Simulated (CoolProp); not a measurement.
Vapour-liquid equilibrium of cyclohexane (1) + n-heptane (2) at 0.168 MPa; x and y are mole fractions of (1).

Computed with CoolProp (multi-fluid Helmholtz-energy mixture model, Zhou 2014 and Span 2003; pair parameters Bell 2016).

```json
[
 {"x": "0.05", "bubble temperature (K)": "388.6", "y at the bubble point": "0.076", "dew temperature at overall composition x (K)": "389.0", "liquid density (mol/L)": "6.045"},
 {"x": "0.2", "bubble temperature (K)": "385.3", "y at the bubble point": "0.282", "dew temperature at overall composition x (K)": "386.6", "liquid density (mol/L)": "6.336"},
 {"x": "0.35", "bubble temperature (K)": "382.3", "y at the bubble point": "0.459", "dew temperature at overall composition x (K)": "384.2", "liquid density (mol/L)": "6.648"},
 {"x": "0.5", "bubble temperature (K)": "379.5", "y at the bubble point": "0.612", "dew temperature at overall composition x (K)": "381.5", "liquid density (mol/L)": "6.984"},
 {"x": "0.65", "bubble temperature (K)": "376.9", "y at the bubble point": "0.744", "dew temperature at overall composition x (K)": "378.7", "liquid density (mol/L)": "7.348"},
 {"x": "0.8", "bubble temperature (K)": "374.5", "y at the bubble point": "0.861", "dew temperature at overall composition x (K)": "375.8", "liquid density (mol/L)": "7.744"},
 {"x": "0.95", "bubble temperature (K)": "372.4", "y at the bubble point": "0.967", "dew temperature at overall composition x (K)": "372.7", "liquid density (mol/L)": "8.177"}
]
```

No azeotrope shows between x = 0.05 and 0.95.

Pair parameters are fitted to limited data, so mixtures are less certain than the pure fluids.
